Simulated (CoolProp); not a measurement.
The numbers come from the reference Helmholtz-energy equation of state, Thol 2016 in CoolProp.

Task: Give the vapour pressure (kPa), vapour density (kg/m³), enthalpy of vaporisation (kJ/kg), liquid cp (kJ/(kg K)) of saturated hexamethyldisiloxane (MM) at 84.15 °C.

Result: 
```
T (°C)  p (kPa)  vapour density (kg/m³)  enthalpy of vaporisation (kJ/kg)  liquid cp (kJ/(kg K))
------  -------  ----------------------  --------------------------------  ---------------------
84.15      61.4                    3.51                               201                   2.07
```
